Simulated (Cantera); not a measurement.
Input: 1 mol Si, 1.2 mol HCl, 13 mol H2, at 1298 K and 900 Torr.

Method: chemical equilibrium by Gibbs-energy minimisation in Cantera with the NASA 1993 tables (ideal gas, pure condensed phases). Candidate condensed phases: Si; 19 gas species. The tables' values for SiCl3 are old estimates; treat these amounts as uncertain. The numbers say what is thermodynamically allowed, not how fast it happens.

Base state: H2 0.947, HCl 0.0362, SiHCl3 0.00549, SiCl4 0.00464, SiCl2 0.00368, SiCl3 0.00169, SiH2Cl2 0.000914, SiH3Cl 4.27e-5 (mole fractions); condensed: Si(s).

What changes in the equilibrium state with this change: temperature from 1298 K to 848 K?


```csv
species,before,after
H2,0.947,0.974
SiHCl3,0.00549,0.0124
SiCl4,0.00464,0.0113
HCl,0.0362,0.00144
SiCl2,0.00368,2.52e-6
SiCl3,0.00169,1.99e-5
SiH3Cl,4.27e-5,2.73e-5
SiH2Cl2,0.000914,0.00120
"Si(s), mol",0.769,0.653
```

What changes in the equilibrium state with this change: Si replaced by SiCl4?


```tsv
species	before	after
H2	0.947	0.828
HCl	0.0362	0.106
SiCl4	0.00464	0.0418
SiHCl3	0.00549	0.0147
SiH3Cl	4.27e-5	1.02e-5
SiCl3	0.00169	0.00484
Si(s), mol	0.769	0
```
